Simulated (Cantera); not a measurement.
**Adiabatic ignition**

An adiabatic, constant-pressure homogeneous reactor starts with CH₄ : O₂ : N₂ = 1 : 2.04 : 5.31 (molar parts), equivalence ratio 0.98, at 1548 K and 0.405 atm.

Model: GRI-Mech 3.0 (53 species, 325 reactions), integrated in Cantera.

```tsv
t (s)	T (K)	x CH₄	x O₂	x C₂H₄	x O	x C₂H₆	x CH₂	x H₂O₂
1.00e-6	1548	0.120	0.244	<1e-12	4.84e-9	<1e-12	<1e-12	1.78e-10
3.51e-6	1548	0.120	0.244	<1e-12	1.06e-8	1.59e-12	<1e-12	2.00e-9
1.23e-5	1548	0.120	0.244	2.27e-11	1.34e-8	8.94e-11	<1e-12	1.81e-8
4.33e-5	1548	0.120	0.244	1.70e-9	2.35e-8	4.98e-9	4.10e-12	1.03e-7
0.000152	1548	0.120	0.244	1.54e-7	8.33e-8	4.05e-7	9.33e-11	3.25e-7
0.000534	1550	0.119	0.244	3.07e-5	7.41e-7	6.97e-5	6.29e-9	8.32e-7
0.00187	2769	<1e-12	0.0365	<1e-12	0.0156	<1e-12	<1e-12	2.31e-7
0.00658	2775	<1e-12	0.0330	<1e-12	0.0141	<1e-12	<1e-12	2.34e-7
0.0231	2774	<1e-12	0.0328	<1e-12	0.0139	<1e-12	<1e-12	2.33e-7
0.0811	2774	<1e-12	0.0328	<1e-12	0.0139	<1e-12	<1e-12	2.33e-7
0.285	2774	<1e-12	0.0328	<1e-12	0.0139	<1e-12	<1e-12	2.33e-7
1.00	2774	<1e-12	0.0328	<1e-12	0.0139	<1e-12	<1e-12	2.33e-7
```
x: mole fraction; the columns are a selection and need not sum to one.

```
Property                                                           Value
---------------------------------  -------------------------------------
time of steepest temperature rise                                1.17 ms
temperature at 1.00 s                                             2774 K
equilibrium temperature                                           2774 K
x(CH₄) at 1.00 s                   <1e-12 (gas-phase equilibrium <1e-12)
x(O₂) at 1.00 s                    0.0328 (gas-phase equilibrium 0.0328)
x(C₂H₄) at 1.00 s                  <1e-12 (gas-phase equilibrium <1e-12)
```
